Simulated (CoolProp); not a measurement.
Saturation properties of n-nonane.

Computed with CoolProp (reference Helmholtz-energy equation of state, Lemmon 2006). It is a short technical equation, of lower accuracy than the large ones.

```json
[
 {"T (K)": "441.7", "p (bar)": "1.586", "enthalpy of vaporisation (kJ/kg)": "276.4", "vapour Z": "0.9203", "surface tension (mN/m)": "9.70", "liquid conductivity (mW/(m K))": "94.3"},
 {"T (K)": "457.5", "p (bar)": "2.282", "enthalpy of vaporisation (kJ/kg)": "264.9", "vapour Z": "0.8972", "surface tension (mN/m)": "8.46", "liquid conductivity (mW/(m K))": "91.4"},
 {"T (K)": "473.2", "p (bar)": "3.186", "enthalpy of vaporisation (kJ/kg)": "252.6", "vapour Z": "0.8701", "surface tension (mN/m)": "7.25", "liquid conductivity (mW/(m K))": "88.6"},
 {"T (K)": "489", "p (bar)": "4.349", "enthalpy of vaporisation (kJ/kg)": "239.2", "vapour Z": "0.8381", "surface tension (mN/m)": "6.08", "liquid conductivity (mW/(m K))": "85.8"},
 {"T (K)": "504.8", "p (bar)": "5.809", "enthalpy of vaporisation (kJ/kg)": "224.3", "vapour Z": "0.8007", "surface tension (mN/m)": "4.96", "liquid conductivity (mW/(m K))": "83.0"},
 {"T (K)": "520.5", "p (bar)": "7.604", "enthalpy of vaporisation (kJ/kg)": "207.8", "vapour Z": "0.7571", "surface tension (mN/m)": "3.89", "liquid conductivity (mW/(m K))": "80.2"},
 {"T (K)": "536.3", "p (bar)": "9.811", "enthalpy of vaporisation (kJ/kg)": "188.7", "vapour Z": "0.7051", "surface tension (mN/m)": "2.87", "liquid conductivity (mW/(m K))": "77.2"},
 {"T (K)": "552", "p (bar)": "12.47", "enthalpy of vaporisation (kJ/kg)": "166.1", "vapour Z": "0.6424", "surface tension (mN/m)": "1.93", "liquid conductivity (mW/(m K))": "74.1"},
 {"T (K)": "567.8", "p (bar)": "15.69", "enthalpy of vaporisation (kJ/kg)": "137.2", "vapour Z": "0.5622", "surface tension (mN/m)": "1.08", "liquid conductivity (mW/(m K))": "70.7"},
 {"T (K)": "583.5", "p (bar)": "19.57", "enthalpy of vaporisation (kJ/kg)": "94.38", "vapour Z": "0.4488", "surface tension (mN/m)": "0.352", "liquid conductivity (mW/(m K))": "67.4"}
]
```

It boils at 423.9 K under 1 atm.

Thermal conductivity comes from a separate model (Huber 2005). Surface tension comes from a separate correlation (Mulero 2012).
